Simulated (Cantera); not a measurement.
Mixture: CH4 : C2H6 : C3H8 : O2 : N2 = 1 : 0.15 : 0.73 : 12.9 : 75.9 (molar parts), equivalence ratio 0.48, at 100000 Pa, adiabatic and at constant pressure. Ignition delay is the time to a rise of 400 K.

Model: GRI-Mech 3.0 (53 species, 325 reactions), integrated in Cantera. GRI-Mech 3.0 was tuned for natural gas; its chemistry of propane as a main component is partial and can be far from experiment.

Question: What does this change do: pressure from 100000 Pa to 500000 Pa?

Answer: 
| quantity | before | after |
|---|---|---|
| delay at 1050 K | 0.105 s | 26.0 ms |
| delay at 1125 K | 23.4 ms | 7.49 ms |
| delay at 1200 K | 5.61 ms | 2.17 ms |
| delay at 1275 K | 1.58 ms | 0.670 ms |
| delay at 1350 K | 0.548 ms | 0.233 ms |
| delay at 1425 K | 0.243 ms | 93.8 µs |
| delay at 1500 K | 0.138 ms | 43.9 µs |
| apparent activation energy between 1350 and 1500 K | 150 kJ/mol | 190 kJ/mol |
